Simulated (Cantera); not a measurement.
Charge: 1 mol SiCl₄, 0.32 mol HCl, 210 mol H₂, at 28000 Pa.

Equilibrium computed with Cantera from the NASA thermochemical tables; the gas is ideal and each condensed phase is pure. Candidate condensed phases: Si; 19 gas species. Rates play no part.

Over these rows the condensed part is Si(s). Partial pressures as log10 of bar:

```json
[
 {"T (K)": "1148", "1000/T (1/K)": "0.8711", "log p SiCl₄": "-3.77", "log p H₂": "-0.56", "log p HCl": "-2.42"},
 {"T (K)": "1198", "1000/T (1/K)": "0.8347", "log p SiCl₄": "-4.06", "log p H₂": "-0.56", "log p HCl": "-2.36"},
 {"T (K)": "1248", "1000/T (1/K)": "0.8013", "log p SiCl₄": "-4.41", "log p H₂": "-0.56", "log p HCl": "-2.32"},
 {"T (K)": "1298", "1000/T (1/K)": "0.7704", "log p SiCl₄": "-4.80", "log p H₂": "-0.56", "log p HCl": "-2.31"},
 {"T (K)": "1348", "1000/T (1/K)": "0.7418", "log p SiCl₄": "?", "log p H₂": "-0.56", "log p HCl": "-2.30"},
 {"T (K)": "1398", "1000/T (1/K)": "0.7153", "log p SiCl₄": "-5.56", "log p H₂": "-0.56", "log p HCl": "-2.30"}
]
```

Question: Fit log p(SiCl₄) = a + b·(1000/T) to the five rows, give the apparent enthalpy, and predict the row at 1348 K.

Answer: Means: 1000/T = 0.7986, log p = -4.520. Sxy = 0.165806, Sxx = 0.0143009, so b = 11.59 and a = -4.520 − (11.59)×0.7986 = -13.78.
Apparent enthalpy: −19.145 × (11.59) = -222 kJ/mol. With the condensed phases at unit activity, Si(s) + 4 HCl(g) = SiCl₄(g) + 2 H₂(g) links this pressure to the main gases: over the six rows their terms move log p by +0.48 in all, so the slope isn't that reaction's ΔH° alone. The five rows lie within 0.09 of the line.
Prediction at 1348 K: -13.78 + (11.59)×0.7418 = -5.18. The computed value is -5.18, 0.00 from the line.
